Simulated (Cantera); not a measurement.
A perfectly stirred reactor is fed with N₂O : O₂ = 1 : 0.29 (molar parts), at 750 Torr; it is held at 1525 K, and followed from long to short residence time.

Model: GRI-Mech 3.0 (53 species, 325 reactions), integrated in Cantera. GRI-Mech 3.0 was tuned for natural gas; its chemistry of N2O as a main component is partial and can be far from experiment. The temperature is held fixed by assumption; the heat of reaction is taken as removed at once.

Problem. What does this change do: 0.047 parts H2O added?

Solution. 
```csv
quantity,before,after
x(N₂O) at τ = 0.330 s,0.0331,0.0282
x(O₂) at τ = 0.330 s,0.396,0.393
x(NO₂) at τ = 0.330 s,0.000459,0.000424
x(N₂) at τ = 0.330 s,0.499,0.495
x(NO) at τ = 0.330 s,0.0707,0.0582
x(N₂O) at τ = 33.0 ms,0.202,0.177
x(O₂) at τ = 33.0 ms,0.340,0.342
x(NO₂) at τ = 33.0 ms,0.000561,0.000703
x(N₂) at τ = 33.0 ms,0.369,0.378
x(NO) at τ = 33.0 ms,0.0886,0.0743
```

Problem. What does this change do: 0.037 parts H2O added?

Solution. 
| quantity | before | after |
|---|---|---|
| x(N₂O) at τ = 0.330 s | 0.0331 | 0.0290 |
| x(O₂) at τ = 0.330 s | 0.396 | 0.394 |
| x(NO₂) at τ = 0.330 s | 0.000459 | 0.000431 |
| x(N₂) at τ = 0.330 s | 0.499 | 0.496 |
| x(NO) at τ = 0.330 s | 0.0707 | 0.0599 |
| x(N₂O) at τ = 33.0 ms | 0.202 | 0.181 |
| x(O₂) at τ = 33.0 ms | 0.340 | 0.342 |
| x(NO₂) at τ = 33.0 ms | 0.000561 | 0.000696 |
| x(N₂) at τ = 33.0 ms | 0.369 | 0.378 |
| x(NO) at τ = 33.0 ms | 0.0886 | 0.0760 |

Problem. What does this change do: N2O 1 to 0.26 parts?

Solution. 
```json
[
 {"quantity": "x(N₂O) at τ = 0.330 s", "before": "0.0331", "after": "0.0225"},
 {"quantity": "x(O₂) at τ = 0.330 s", "before": "0.396", "after": "0.589"},
 {"quantity": "x(NO₂) at τ = 0.330 s", "before": "0.000459", "after": "0.000330"},
 {"quantity": "x(N₂) at τ = 0.330 s", "before": "0.499", "after": "0.340"},
 {"quantity": "x(NO) at τ = 0.330 s", "before": "0.0707", "after": "0.0482"},
 {"quantity": "x(N₂O) at τ = 33.0 ms", "before": "0.202", "after": "0.134"},
 {"quantity": "x(O₂) at τ = 33.0 ms", "before": "0.340", "after": "0.562"},
 {"quantity": "x(NO₂) at τ = 33.0 ms", "before": "0.000561", "after": "0.000384"},
 {"quantity": "x(N₂) at τ = 33.0 ms", "before": "0.369", "after": "0.245"},
 {"quantity": "x(NO) at τ = 33.0 ms", "before": "0.0886", "after": "0.0588"}
]
```
